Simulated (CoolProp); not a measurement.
Computed with CoolProp (reference Helmholtz-energy equation of state, Lemmon 2005). It is a short technical equation, of lower accuracy than the large ones.

Q: For trans-2-butene, give the phase and the density (kg/m³), isothermal compressibility (1/MPa), expansivity (1/kK), fugacity coefficient at 293.1 K and 5.1 MPa.

A: 
- 293.1 K and 5.1 MPa: liquid; density 612, isothermal compressibility 0.00232, expansivity 1.81, fugacity coefficient 0.0440
